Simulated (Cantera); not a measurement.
## Adiabatic ignition

An adiabatic, constant-volume homogeneous reactor starts with 1.96 % CH4, 0.196 % C2H6, 18.9 % O2, 70.9 % N2, 8.05 % H2O, at 1450 K and 5100 Torr.

Model: GRI-Mech 3.0 (53 species, 325 reactions), integrated in Cantera.

| t (s) | T (K) | P (bar) | x CH4 | x C2H6 | x O2 | x H2O | x NO2 | x CO2 | x H |
|---|---|---|---|---|---|---|---|---|---|
| 1.00e-6 | 1450 | 6.80 | 0.0196 | 0.00196 | 0.189 | 0.0805 | <1e-12 | 6.19e-12 | 4.73e-9 |
| 2.51e-6 | 1450 | 6.80 | 0.0196 | 0.00196 | 0.189 | 0.0805 | <1e-12 | 1.13e-10 | 1.13e-8 |
| 6.31e-6 | 1450 | 6.80 | 0.0196 | 0.00195 | 0.189 | 0.0805 | <1e-12 | 2.04e-9 | 3.30e-8 |
| 1.58e-5 | 1450 | 6.80 | 0.0196 | 0.00193 | 0.189 | 0.0805 | <1e-12 | 4.39e-8 | 1.44e-7 |
| 3.98e-5 | 1452 | 6.81 | 0.0193 | 0.00181 | 0.188 | 0.0808 | <1e-12 | 1.85e-6 | 1.31e-6 |
| 0.000100 | 1850 | 8.78 | 0.000290 | 2.10e-7 | 0.151 | 0.120 | 8.24e-10 | 0.00431 | 0.000312 |
| 0.000251 | 2065 | 9.70 | <1e-12 | <1e-12 | 0.142 | 0.125 | 1.80e-8 | 0.0235 | 5.71e-6 |
| 0.000631 | 2065 | 9.70 | <1e-12 | <1e-12 | 0.142 | 0.125 | 4.01e-8 | 0.0235 | 5.69e-6 |
| 0.00158 | 2065 | 9.70 | <1e-12 | <1e-12 | 0.142 | 0.125 | 9.58e-8 | 0.0235 | 5.69e-6 |
| 0.00398 | 2065 | 9.70 | <1e-12 | <1e-12 | 0.142 | 0.125 | 2.35e-7 | 0.0235 | 5.68e-6 |
| 0.0100 | 2064 | 9.70 | <1e-12 | <1e-12 | 0.142 | 0.125 | 5.84e-7 | 0.0235 | 5.67e-6 |
| 0.0251 | 2064 | 9.69 | <1e-12 | <1e-12 | 0.142 | 0.125 | 1.45e-6 | 0.0235 | 5.64e-6 |
| 0.0631 | 2062 | 9.69 | <1e-12 | <1e-12 | 0.141 | 0.125 | 3.54e-6 | 0.0235 | 5.56e-6 |
| 0.158 | 2059 | 9.67 | <1e-12 | <1e-12 | 0.141 | 0.125 | 8.25e-6 | 0.0235 | 5.39e-6 |
| 0.398 | 2053 | 9.64 | <1e-12 | <1e-12 | 0.140 | 0.125 | 1.67e-5 | 0.0235 | 5.09e-6 |
| 1.00 | 2047 | 9.62 | <1e-12 | <1e-12 | 0.139 | 0.125 | 2.48e-5 | 0.0235 | 4.83e-6 |
x: mole fraction; the columns are a selection and need not sum to one.

```yaml
time_of_steepest_temperature_rise: 98.7 µs
temperature at 1.00 s: 2047 K
equilibrium_temperature: 2046 K
x(CH4) at 1.00 s: <1e-12 (gas-phase equilibrium <1e-12)
x(C2H6) at 1.00 s: <1e-12 (gas-phase equilibrium <1e-12)
x(O2) at 1.00 s: 0.139 (gas-phase equilibrium 0.139)
```
